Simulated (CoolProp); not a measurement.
Vapour pressure (MPa) of hydrogen sulfide: the reference equation beside estimates from Tc = 100.0 °C, pc = 8.999 MPa, ω = 0.101. Clausius-Clapeyron is anchored at 7.25 °C with a constant enthalpy of vaporisation of 15.35 kJ/mol.

The numbers come from the reference Helmholtz-energy equation of state, Lemmon 2006 in CoolProp. It is a short technical equation, of lower accuracy than the large ones.

```tsv
T (°C)	reference	Lee-Kesler	Clausius-Clapeyron	van der Waals	Redlich-Kwong	Soave-Redlich-Kwong	Peng-Robinson
-13.05	0.6898	0.6895	0.7597	1.766	0.7600	0.6893	0.6897
-6.35	0.8529	0.8534	0.9079	2.009	0.9396	0.8538	0.8522
0.45	1.046	1.047	1.078	2.277	1.151	1.049	1.045
7.25	1.270	1.272	1.270	2.567	1.394	1.276	1.268
13.95	1.523	1.525	1.481	2.875	1.667	1.532	1.521
20.75	1.815	1.818	1.718	3.210	1.981	1.829	1.814
27.45	2.141	2.144	1.976	3.564	2.327	2.160	2.141
34.25	2.513	2.516	2.264	3.948	2.719	2.539	2.515
41.05	2.930	2.932	2.578	4.356	3.153	2.964	2.935
47.75	3.388	3.388	2.914	4.783	3.626	3.430	3.396
54.55	3.903	3.903	3.284	5.242	4.151	3.953	3.917
61.35	4.472	4.472	3.682	5.727	4.726	4.532	4.493
```

Absolute difference from the reference over all 12 rows, mean and median: Lee-Kesler 0.1 and 0.1 %, Clausius-Clapeyron 8.7 and 8.8 %, van der Waals 79.4 and 71.7 %, Redlich-Kwong 8.5 and 8.9 %, Soave-Redlich-Kwong 0.8 and 0.8 %, Peng-Robinson 0.2 and 0.1 %.
